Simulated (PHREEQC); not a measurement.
Consider water at 25 °C with 1.2 mol/kgw LiCl, 0.11 mol/kgw MgSO4 and 0.00076 mol/kgw H4SiO4. Closed to the air; pH follows from the charge balance.

Computed with PHREEQC (Pitzer model, pitzer.dat).

Problem. The ionic strength comes out as 1.64 mol/kgw. What activity coefficients do Cl-, SO4-2, Mg+2, H3SiO4-, Li+ get?

Solution. Cl- 0.58, SO4-2 0.043, Mg+2 0.33, H3SiO4- 0.29, Li+ 1.1. Single-ion values are on the MacInnes scale.

No solid was allowed to form. In brines, pH and single-ion activities rest on the MacInnes convention.
